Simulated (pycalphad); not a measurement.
All values are pycalphad results on the COST 507 light-alloy database (1999) (1 atm), not direct measurements. The database dates from 1999; later assessments differ in places, in temperatures and in the compounds included. Diffusion is slow at the low end, where real alloys seldom reach equilibrium.

Molar enthalpy of Ti-35.87Si (wt.%) in equilibrium (SER reference):

```csv
T (°C),H (kJ/mol),phases
2327,41.58,liquid
2177,36.04,liquid
2027,30.49,liquid
1952,27.72,liquid
1877,8.11,liquid + SI4TI5
1727,-8.60,SI4TI5 + liquid
1577,-17.17,SI4TI5 + liquid
1502,-33.85,SITI + SI4TI5
1427,-36.46,SITI + SI4TI5
1277,-41.60,SITI + SI4TI5
1127,-46.57,SITI + SI4TI5
977,-51.37,SITI + SI4TI5
827,-56.01,SITI + SI4TI5
677,-60.48,SITI + SI4TI5
527,-64.80,SITI + SI4TI5
377,-68.95,SITI + SI4TI5
227,-72.92,SITI + SI4TI5
```

Cooling from 1952 °C to 1502 °C, across the freezing range, releases 61.6 kJ/mol, or 1610 J/g. The slope is 37 J/(mol K) in the liquid and 35 J/(mol K) just below the solidus, where it includes any heat of precipitation. Liquidus 1928 °C, solidus 1570 °C. Changes were sought between steps of 75 K, so a narrower field can be missed.

Database names, with the compositions (at.%) that they take in these runs: SI4TI5: Ti 56 Si 44; SITI: Ti 50 Si 50.
